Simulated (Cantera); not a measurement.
Feed: 1 mol Ti(NMe₂)₄, 0.051 mol C₃H₈, 150 mol N₂, 30 mol H₂O, at 1.33 mbar.

These are equilibrium values from Cantera (NASA tables, ideal gas, pure condensed phases), not measurements of a reactor. Candidate condensed phases: C, C₆H₆, C₇H₈, C₈H₁₈, H₂O, Ti, TiC, TiN, TiO, TiO₂, Ti₂O₃, Ti₃O₅, Ti₄O₇; 139 gas species. The feed counts by its element totals alone. Kinetics and transport are ignored. All values below are at 1175 °C.

Base state: N₂ 0.751, H₂ 0.120, H₂O 0.0885, CO 0.0307, CO₂ 0.00956, H 8.74e-5 (mole fractions); condensed: TiO₂(rutile).

Q: What changes in the equilibrium state with this change: H₂O from 30 to 0.41 mol?

A: 
| species | before | after |
|---|---|---|
| N₂ | 0.751 | 0.921 |
| H₂ | 0.120 | 0.0763 |
| CO | 0.0307 | 0.00248 |
| H₂O | 0.0885 | <1e-9 |
| CO₂ | 0.00956 | <1e-9 |
| HCN | <1e-9 | 0.000192 |
| H | 8.74e-5 | 6.97e-5 |
| TiO₂(rutile), mol | 1.00 | 0 |
| C(graphite), mol | 0 | 6.71 |
| TiC(s), mol | 0 | 1.00 |
TiC: taken at fixed stoichiometry.
